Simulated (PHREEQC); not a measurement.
Synthetic water in mg/L, 25 °C, pH 6.63, pe 12.2:

| constituent | mg/L |
|---|---|
| Na | 4.61 |
| K | 8.87 |
| Ca | 2.19 |
| Mg | 1.74 |
| Cl | 1.4 |
| S(6) as SO4 | 26.8 |
| Alkalinity as HCO3 | 6.02 |
| Si as SiO2 | 0.416 |

Valence states are taken as typed.

Equilibrium calculation in PHREEQC: ion-association model, phreeqc.dat.

Each row changes one thing in this solution. This is a speciation only: nothing precipitates in the calculation.

```json
[
 {"case": "as made", "HCO3- (mol/kgw)": "9.87e-5", "Mg+2 (mol/kgw)": "6.82e-5", "Ca+2 (mol/kgw)": "5.27e-5", "CO2 (mol/kgw)": "5.01e-5", "MgSO4 (mol/kgw)": "3.27e-6", "CaSO4 (mol/kgw)": "1.91e-6", "SI of Quartz (SiO2)": "-1.18"},
 {"case": "pH from 6.63 to 6.93 at the same alkalinity", "HCO3- (mol/kgw)": "9.84e-5", "Mg+2 (mol/kgw)": "6.82e-5", "Ca+2 (mol/kgw)": "5.27e-5", "CO2 (mol/kgw)": "2.51e-5", "MgSO4 (mol/kgw)": "3.27e-6", "CaSO4 (mol/kgw)": "1.91e-6", "SI of Quartz (SiO2)": "-1.18"},
 {"case": "Mg from 1.74 to 0.87 mg/L", "HCO3- (mol/kgw)": "9.87e-5", "Mg+2 (mol/kgw)": "3.41e-5", "Ca+2 (mol/kgw)": "5.26e-5", "CO2 (mol/kgw)": "5.02e-5", "MgSO4 (mol/kgw)": "1.66e-6", "CaSO4 (mol/kgw)": "1.94e-6", "SI of Quartz (SiO2)": "-1.18"},
 {"case": "all concentrations times 3 at the same typed pH", "HCO3- (mol/kgw)": "0.000296", "Mg+2 (mol/kgw)": "0.000192", "Ca+2 (mol/kgw)": "0.000150", "CO2 (mol/kgw)": "0.000147", "MgSO4 (mol/kgw)": "2.22e-5", "CaSO4 (mol/kgw)": "1.32e-5", "SI of Quartz (SiO2)": "-0.70"}
]
```

Complexes and solids missing from the database can't appear.
